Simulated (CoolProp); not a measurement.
Vapour pressure (bar) of R236EA: the reference equation beside estimates from Tc = 412.4 K, pc = 34.14 bar, ω = 0.368. Clausius-Clapeyron is anchored at 306 K with a constant enthalpy of vaporisation of 23.02 kJ/mol.

Computed with CoolProp (reference Helmholtz-energy equation of state, Rui 2013).

```tsv
T (K)	reference	Lee-Kesler	Clausius-Clapeyron	van der Waals	Redlich-Kwong	Soave-Redlich-Kwong	Peng-Robinson
299.4	2.151	2.157	2.200	8.220	4.030	2.156	2.145
302.7	2.407	2.415	2.433	8.677	4.398	2.414	2.399
306	2.685	2.696	2.685	9.151	4.790	2.696	2.677
309.4	2.998	3.012	2.966	9.656	5.219	3.013	2.988
312.7	3.327	3.344	3.260	10.16	5.660	3.347	3.316
316	3.684	3.703	3.576	10.69	6.127	3.709	3.672
319.3	4.068	4.090	3.915	11.23	6.620	4.100	4.056
322.6	4.483	4.507	4.278	11.79	7.140	4.521	4.470
325.9	4.929	4.956	4.666	12.36	7.688	4.975	4.916
329.2	5.408	5.437	5.081	12.95	8.265	5.463	5.396
332.5	5.921	5.952	5.523	13.56	8.870	5.986	5.910
335.8	6.471	6.503	5.994	14.19	9.505	6.546	6.461
339.2	7.077	7.110	6.511	14.86	10.19	7.163	7.069
342.5	7.704	7.738	7.044	15.52	10.89	7.803	7.699
```

Absolute difference from the reference over all 14 rows, mean and median: Lee-Kesler 0.5 and 0.5 %, Clausius-Clapeyron 4.3 and 4.2 %, van der Waals 177.9 and 169.5 %, Redlich-Kwong 62.3 and 61.0 %, Soave-Redlich-Kwong 0.8 and 0.8 %, Peng-Robinson 0.2 and 0.3 %.
